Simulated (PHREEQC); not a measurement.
Dissolve 0.00114 mol/kgw FeCl3, 4.4e-05 mol/kgw NiCl2 and 0.032 mol/kgw H2SO4 at 25 °C. Closed to the air; pH follows from the charge balance.

Model: ion-association model, wateq4f.dat, run in PHREEQC.

Question: The ionic strength comes out as 0.0555 mol/kgw. What activity coefficients do FeOH+2, HSO4-, Fe+3, H+, FeCl+2 get?

Answer: FeOH+2 0.45, HSO4- 0.81, Fe+3 0.23, H+ 0.85, FeCl+2 0.45.

Precipitation was switched off in this run. Examples of supersaturated solids here: Hematite (slow to form), Goethite (slow to form). Others may be too. Species that the database lacks are ignored.
